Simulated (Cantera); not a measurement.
What does this Cantera script print?

```python
import numpy as np
import cantera as ct

gas = ct.Solution("gri30.yaml")


def delay(T, t_max=10):
    gas.TPX = T, 100000, {'H2': 1, 'O2': 1.04, 'N2': 3.92, 'CO2': 0.01}
    reactor = ct.IdealGasConstPressureReactor(gas, clone=False)
    net = ct.ReactorNet([reactor])
    net.rtol, net.atol = 1e-8, 1e-16
    while net.time < t_max:
        t_old, T_old = net.time, reactor.T
        net.step()
        if reactor.T > T + 400:  # ignition: a rise of 400 K
            return t_old + (T + 400 - T_old) / (reactor.T - T_old) * (net.time - t_old)
    return np.nan


taus = []
for T in [850, 900, 950, 1000, 1050, 1100, 1150, 1200, 1250]:
    taus.append(delay(T))
    print(f"T0 = {T:6g} K   tau = {taus[-1]:.4e} s")
```

Output:

```
T0 =    850 K   tau = 2.6582e+00 s
T0 =    900 K   tau = 3.2372e-01 s
T0 =    950 K   tau = 8.2282e-03 s
T0 =   1000 K   tau = 3.0585e-04 s
T0 =   1050 K   tau = 1.4933e-04 s
T0 =   1100 K   tau = 9.5513e-05 s
T0 =   1150 K   tau = 6.8529e-05 s
T0 =   1200 K   tau = 5.2749e-05 s
T0 =   1250 K   tau = 4.2771e-05 s
```

Computed with Cantera and GRI-Mech 3.0 (53 species, 325 reactions). Below about 950 K walls govern HO2 and H2O2 in real vessels. Where the delays flatten at high temperature, the 400 K rule measures the pace of heat release, not the induction time.
